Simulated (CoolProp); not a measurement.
A closed Brayton cycle with dry air: compressor inlet 319.15 K and 5.7 MPa, high pressure 18.3 MPa, turbine inlet 795 K, compressor efficiency 0.89, turbine efficiency 0.85, recuperator effectiveness 0.9 (on enthalpy, no pinch check). Each further row changes one setting.

Model: reference Helmholtz-energy equation of state, Lemmon 2000, in CoolProp. It is a pseudo-pure fit of the blend.

```csv
case,thermal efficiency (%),net work (kJ/kg),compressor to turbine work,compressor exit (K),turbine exit (K)
as stated,24.7,55.1,0.73,462.7,613.7
turbine inlet 745 K,20.5,42.2,(withheld),462.7,(withheld)
compressor inlet 329.15 K,(withheld),50.2,0.75,(withheld),613.7
high pressure 15.6 MPa,26.7,54.3,0.69,440.2,635.7
recuperator effectiveness 0.5,(withheld),55.1,0.73,462.7,613.7
```

Some entries are withheld; supply them.


- turbine inlet 745 K, compressor to turbine work: 0.78
- turbine inlet 745 K, turbine exit (K): 573.3
- compressor inlet 329.15 K, thermal efficiency (%): 22.7
- compressor inlet 329.15 K, compressor exit (K): 476.8
- recuperator effectiveness 0.5, thermal efficiency (%): 19.2
